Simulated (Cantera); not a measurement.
A closed system holds: 1 mol Al(CH3)3, 45 mol H2O, 590 mol H2, held at 0.133 bar.

Cantera equilibrium calculation (NASA polynomials, part measured and part estimated; ideal gas, pure solids and liquids). Candidate condensed phases: Al, Al2O3, C, C6H6, C7H8, C8H18, H2O; 121 gas species. The feed counts by its element totals alone. Rates play no part.

### Question
At 975 K, list the 5 most abundant gas species with their mole fractions, and the condensed phases.

### Answer
H2 0.933, H2O 0.0627, CO 0.00415, CO2 0.000446, CH4 7.21e-5. Condensed: Al2O3(s).
